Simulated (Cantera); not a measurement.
Feed: 1 mol SiHCl3, 0.018 mol HCl, 260 mol N2, held at 1100 Pa.

These are equilibrium values from Cantera (NASA tables, ideal gas, pure condensed phases), not measurements of a reactor. Candidate condensed phases: NH4Cl, Si, Si3N4; 28 gas species. N2 is the only nitrogen source here; it is nearly inert below about 1500 K, so the nitride shown seldom forms there in practice. Rates play no part.

### Question
What share of the Si ends up in condensed phases as a function of T (°C), at 700, 800, 900, 1000, 1100, 1200, 1300, 1400?

### Answer
| T (°C) | Si condensed (%) | as |
|---|---|---|
| 700 | 48.9 | Si3N4(s) |
| 800 | 48.9 | Si3N4(s) |
| 900 | 47.8 | Si3N4(s) |
| 1000 | 41.1 | Si3N4(s) |
| 1100 | 19.9 | Si3N4(s) |
| 1200 | 0.2 | Si3N4(s) |
| 1300 | 0.0 | - |
| 1400 | 0.0 | - |
